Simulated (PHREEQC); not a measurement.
Model water analysis in mg/kgw, 20 °C, pH 3.8, pe 9.2: Na 80.8; K 30.4; Ca 26.7; Mg 11.2; Cl 10.2; S(6) as SO4 321; Si as SiO2 0.193.

Na is adjusted to close the charge balance.
Valence states are taken as typed.

The numbers come from PHREEQC with the ion-association model, phreeqc.dat.

Each row changes one thing in this solution. This is a speciation only: nothing precipitates in the calculation.

```json
[
 {"case": "as made", "ionic strength (mol/kgw)": "0.0104", "SO4-2 (mol/kgw)": "0.00304", "Ca+2 (mol/kgw)": "0.000541", "Mg+2 (mol/kgw)": "0.000360", "CaSO4 (mol/kgw)": "0.000125", "MgSO4 (mol/kgw)": "0.000101", "SI of Quartz (SiO2)": "-1.44", "SI of Gypsum (CaSO4:2H2O)": "-1.55"},
 {"case": "temperature from 20 to 90 °C at the same typed pH", "ionic strength (mol/kgw)": "0.00943", "SO4-2 (mol/kgw)": "0.00272", "Ca+2 (mol/kgw)": "0.000514", "Mg+2 (mol/kgw)": "0.000226", "CaSO4 (mol/kgw)": "0.000151", "MgSO4 (mol/kgw)": "0.000234", "SI of Quartz (SiO2)": "-2.30", "SI of Gypsum (CaSO4:2H2O)": "-1.45"},
 {"case": "Si from 0.193 to 0.579 mg/kgw", "ionic strength (mol/kgw)": "0.0104", "SO4-2 (mol/kgw)": "0.00304", "Ca+2 (mol/kgw)": "0.000541", "Mg+2 (mol/kgw)": "0.000360", "CaSO4 (mol/kgw)": "0.000125", "MgSO4 (mol/kgw)": "0.000101", "SI of Quartz (SiO2)": "-0.96", "SI of Gypsum (CaSO4:2H2O)": "-1.55"},
 {"case": "Cl from 10.2 to 5.1 mg/kgw", "ionic strength (mol/kgw)": "0.0102", "SO4-2 (mol/kgw)": "0.00304", "Ca+2 (mol/kgw)": "0.000541", "Mg+2 (mol/kgw)": "0.000360", "CaSO4 (mol/kgw)": "0.000125", "MgSO4 (mol/kgw)": "0.000101", "SI of Quartz (SiO2)": "-1.44", "SI of Gypsum (CaSO4:2H2O)": "-1.55"},
 {"case": "all concentrations times 3 at the same typed pH", "ionic strength (mol/kgw)": "0.0293", "SO4-2 (mol/kgw)": "0.00857", "Ca+2 (mol/kgw)": "0.00140", "Mg+2 (mol/kgw)": "0.000911", "CaSO4 (mol/kgw)": "0.000594", "MgSO4 (mol/kgw)": "0.000471", "SI of Quartz (SiO2)": "-0.96", "SI of Gypsum (CaSO4:2H2O)": "-0.88"}
]
```

Complexes and solids missing from the database can't appear. At this temperature some constants are extrapolated from 25 °C, and those without enthalpy data are left unchanged.
